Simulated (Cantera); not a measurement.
A freely propagating, adiabatic, planar premixed flame of C₃H₈ : O₂ : N₂ = 1 : 3.57 : 13.4 (molar parts), unburnt at 550 K and 380000 Pa; mixture-averaged transport, grid criteria slope 0.08 and curve 0.16, no radiation.

Cantera simulation using GRI-Mech 3.0 (53 species, 325 reactions); the numbers are that mechanism's predictions, not measurements. GRI-Mech 3.0 was tuned for natural gas; its chemistry of propane as a main component is partial and can be far from experiment. Burning velocities carry a grid error of a few per cent, more on coarse grids.

Question: How do the results move with these cheaper or finer settings: unity-Lewis-number transport; multicomponent transport; multicomponent+Soret transport; grid criteria slope 0.5, curve 1; grid criteria slope 0.25, curve 0.5; grid criteria slope 0.03, curve 0.06?

Answer: 
| setting | laminar burning velocity | thermal thickness | peak x(O) | peak x(OH) | grid points |
|---|---|---|---|---|---|
| as above | 63.0 cm/s | 0.118 mm | 0.000286 | 0.00218 | 145 |
| unity-Lewis-number transport | 44.1 cm/s | 0.148 mm | 0.000351 | 0.00275 | 150 |
| multicomponent transport | 62.8 cm/s | 0.120 mm | 0.000284 | 0.00217 | 146 |
| multicomponent+Soret transport | 62.3 cm/s | 0.119 mm | 0.000294 | 0.00222 | 146 |
| grid criteria slope 0.5, curve 1 | 63.3 cm/s | 0.140 mm | 0.000214 | 0.00168 | 34 |
| grid criteria slope 0.25, curve 0.5 | 66.8 cm/s | 0.121 mm | 0.000296 | 0.00226 | 58 |
| grid criteria slope 0.03, curve 0.06 | 62.9 cm/s | 0.116 mm | 0.000300 | 0.00226 | 337 |
The base run took around 6 core-seconds (rough).
Unity Lewis numbers drop preferential diffusion, which matters most where H2 and H carry the flame; Soret adds thermal diffusion.
